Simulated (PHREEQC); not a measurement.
A column of 0.2 m (30 cells, dispersivity 0.016 m, 3600 s a shift, diffusion coefficient 3e-10 m²/s) holds 0.00094 eq of the database's cation exchanger X per kg of pore water, first in equilibrium with 0.012 mol/kgw ZnCl2, 0.081 mol/kgw MgCl2 and 1e-05 mol/kgw HCl. It is flushed with 0.00051 mol/kgw KBr and 1e-05 mol/kgw HCl, at 25 °C. Values are for the last cell. The system is closed to CO2. Nothing may precipitate in this run.

All values are PHREEQC results (ion-association model, phreeqc.dat), not measurements.

Q: Predict K in solution (mol/kgw) at pore volumes = 0, 0.4167, 2.417, 4.017, 5.617.

A: 
| pore volumes | K in solution (mol/kgw) |
|---|---|
| 0 | 0 |
| 0.4167 | 7.65e-6 |
| 2.417 | 0.000433 |
| 4.017 | 0.000439 |
| 5.617 | 0.000471 |

Complexes and solids missing from the database can't appear.
